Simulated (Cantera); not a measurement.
A Cantera script and what it prints.

```python
import numpy as np
import cantera as ct

gas_names = """
    AL ALCL ALCL2 ALCL3 ALN ALO ALOCL ALO2 AL2 AL2CL6 AL2O AL2O2 CL CLO CL2 N NO NO2 NO3 N2 N2O O O2 O3
""".split()
cond_names = """
    AL(cr) AL(L) ALCL3(s) ALCL3(L) ALN(s) AL2O3(a) AL2O3(L)
""".split()


def load(file, names, dense=False):
    # The tables refer to 1 bar. Condensed volumes are neglected.
    table = {s.name: s for s in ct.Species.list_from_file(file)}
    out = []
    for n in names:
        d = dict(table[n].input_data)
        d["thermo"] = dict(d["thermo"], **{"reference-pressure": 1e5})
        if dense:
            d["equation-of-state"] = {"model": "constant-volume", "density": "1e6 g/cm^3"}
        out.append(ct.Species.from_dict(d))
    return out


gas = ct.Solution(thermo="ideal-gas", species=load("nasa_gas.yaml", gas_names))
cond = {s.name: ct.Solution(thermo="fixed-stoichiometry", species=[s], name=s.name)
        for s in load("nasa_condensed.yaml", cond_names, dense=True)}
atoms = {
    'AlCl3': {'AL': 1, 'CL': 3},
    'N2O': {'N': 2, 'O': 1},
    'N2': {'N': 2},
    'O2': {'O': 2},
}
top_T = {'ALN(s)': 2750}  # K; cautious upper limits of use, not melting points


def equilibrate(T, P, feed):
    n = {}
    for name, mol in feed.items():
        for a, k in atoms[name].items():
            n[a] = n.get(a, 0.0) + k * mol
    gas.TPX = T, P, n
    mass = sum(n.values()) * gas.mean_molecular_weight
    gas.equilibrate("TP")
    valid = [c for c in cond.values() if c.min_temp <= T <= top_T.get(c.name, c.max_temp)]
    mix = ct.Mixture([(gas, mass / gas.mean_molecular_weight)] + [(c, 0.0) for c in valid])
    mix.T, mix.P = T, P
    mix.equilibrate("TP", solver="vcs", rtol=1e-11, max_steps=5000)
    return mix


results = []
feed = {'AlCl3': 1, 'N2O': 2.5, 'N2': 79, 'O2': 12}  # mol
P = 90  # Pa
for T in [1148, 1223, 1298, 1373, 1448, 1523, 1598, 1673, 1748, 1823, 1898, 1973, 2048, 2123]:
    mix = equilibrate(T, P, feed)
    results.append((T, P, feed, dict(zip(mix.species_names, mix.species_moles))))

top = {s: max(r[3][s] / sum(r[3][g] for g in gas_names) for r in results) for s in gas_names}
cols = sorted((s for s in top if top[s] > 0.001), key=lambda s: -top[s])[:7]
seen = [c for c in cond_names if any(r[3].get(c, 0) > 1e-12 for r in results)]
print("log10 of partial pressures in bar; condensed amounts in mol")
print(f"{'T/K':>10s}" + "".join(f"{s[:9]:>10s}" for s in cols + seen))
for T, P, feed, n in results:
    ng = sum(n[g] for g in gas_names)
    print(f"{T:10.4g}" + "".join(f"{np.log10(max(n[s] / ng * P / 1e5, 1e-99)):10.3f}" for s in cols)
          + "".join(f"{n.get(c, 0):10.4g}" for c in seen))
```

Result:

```
log10 of partial pressures in bar; condensed amounts in mol
       T/K        N2        O2        CL         O       CL2        NO  AL2O3(a)
      1148    -3.117    -3.931    -5.075   -10.066    -5.006    -7.022       0.5
      1223    -3.118    -3.933    -4.819    -9.360    -5.192    -6.769       0.5
      1298    -3.120    -3.935    -4.665    -8.735    -5.502    -6.545       0.5
      1373    -3.121    -3.936    -4.595    -8.178    -5.913    -6.345       0.5
      1448    -3.121    -3.937    -4.569    -7.678    -6.357    -6.165       0.5
      1523    -3.122    -3.938    -4.561    -7.227    -6.787    -6.003       0.5
      1598    -3.122    -3.939    -4.558    -6.818    -7.187    -5.856       0.5
      1673    -3.122    -3.940    -4.556    -6.446    -7.555    -5.723       0.5
      1748    -3.122    -3.942    -4.556    -6.106    -7.893    -5.602       0.5
      1823    -3.123    -3.945    -4.556    -5.794    -8.204    -5.491    0.4999
      1898    -3.123    -3.950    -4.556    -5.508    -8.492    -5.390    0.4999
      1973    -3.124    -3.958    -4.557    -5.245    -8.759    -5.299    0.4997
      2048    -3.126    -3.969    -4.558    -5.003    -9.008    -5.217    0.4993
      2123    -3.127    -3.987    -4.560    -4.781    -9.241    -5.144    0.4985
```

Cantera equilibrium calculation (NASA polynomials, part measured and part estimated; ideal gas, pure solids and liquids).
